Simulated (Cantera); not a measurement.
Input (Python, Cantera) and output of one run.

```python
import numpy as np
import cantera as ct

gas_names = """
    CL CL2 H HCL H2 N NH NH2 NH3 N2 N2H2 N2H4 Si SiCL SiCL2 SiCL3 SiCL4 SiH SiHCL3 SiH2 SiH2CL2 SiH3
    SiH3CL SiH4 SiN Si2 Si2N Si3
""".split()
cond_names = """
    NH4CL(a) NH4CL(b) Si(cr) Si(L) Si3N4(a)
""".split()


# ... load() reads the species with a 1 bar reference pressure and builds the phases ...
atoms = {
    'Si3N4': {'Si': 3, 'N': 4},
    'HCl': {'H': 1, 'CL': 1},
    'N2': {'N': 2},
}
top_T = {'Si3N4(a)': 2400}  # K; cautious upper limits of use, not melting points


# ... equilibrate(T, P, feed) seeds the gas with the atoms and calls Mixture.equilibrate('TP', solver="vcs", rtol=1e-11, max_steps=5000) ...
results = []
T = 2000  # K
P = 3300  # Pa
for m in [2.8, 7.4, 12, 16, 21, 26, 30, 35, 39]:
    feed = {'Si3N4': 1, 'HCl': 1.8, 'N2': m}  # mol
    mix = equilibrate(T, P, feed)
    results.append((T, P, feed, dict(zip(mix.species_names, mix.species_moles))))

top = {s: max(r[3][s] / sum(r[3][g] for g in gas_names) for r in results) for s in gas_names}
cols = sorted((s for s in top if top[s] > 0.0001), key=lambda s: -top[s])[:6]
seen = [c for c in cond_names if any(r[3].get(c, 0) > 1e-12 for r in results)]
print("log10 of partial pressures in bar; condensed amounts in mol")
print(f"{'n(N2)':>10s}" + "".join(f"{s[:9]:>10s}" for s in cols + seen))
for T, P, feed, n in results:
    ng = sum(n[g] for g in gas_names)
    print(f"{feed['N2']:10.4g}" + "".join(f"{np.log10(max(n[s] / ng * P / 1e5, 1e-99)):10.3f}" for s in cols)
          + "".join(f"{n.get(c, 0):10.4g}" for c in seen))
```

Result:

```
log10 of partial pressures in bar; condensed amounts in mol
     n(N2)        N2        H2     SiCL2       HCL         H      SiCL     Si(L)
       2.8    -1.621    -2.474    -2.480    -2.666    -4.026    -4.317     2.308
       7.4    -1.559    -2.705    -2.709    -2.897    -4.141    -4.432       2.3
        12    -1.535    -2.856    -2.859    -3.047    -4.217    -4.507     2.291
        16    -1.524    -2.955    -2.957    -3.146    -4.266    -4.556     2.284
        21    -1.515    -3.053    -3.056    -3.244    -4.315    -4.605     2.276
        26    -1.510    -3.134    -3.136    -3.325    -4.356    -4.646     2.267
        30    -1.506    -3.189    -3.191    -3.380    -4.383    -4.673      2.26
        35    -1.503    -3.250    -3.252    -3.440    -4.414    -4.703     2.252
        39    -1.501    -3.293    -3.295    -3.484    -4.435    -4.725     2.245
```

Equilibrium computed with Cantera from the NASA thermochemical tables; the gas is ideal and each condensed phase is pure. The tables' values for SiCl, SiCl3, SiN are old estimates; treat these amounts as uncertain. Gases not in the tables: Si2H6 and higher silanes.
